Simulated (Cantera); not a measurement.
Feed: 1 mol SiCl4, 250 mol H2, equilibrated at 2398.15 K and 0.0133 bar.

Cantera equilibrium calculation (NASA polynomials, part measured and part estimated; ideal gas, pure solids and liquids). Candidate condensed phases: Si; 19 gas species. The tables' values for SiCl are old estimates; treat these amounts as uncertain. Gases not in the tables: Si2H6 and higher silanes. Equilibrium is a limit: real reactors are often held back by kinetics, nucleation or transport.

What is the equilibrium state?


```
Item                                  Value
--------------------------------  ---------
x(H2)                                 0.855
x(H)                                  0.126
x(HCl)                               0.0133
x(Si)                               0.00352
x(Cl)                               0.00141
x(SiH)                             0.000117
x(SiCl)                             3.51e-5
x(SiH2)                             1.31e-5
x(SiCl2)                            7.33e-6
gas amount                        270.2 mol
log10 activity of Si(l) (absent)      -1.66
```
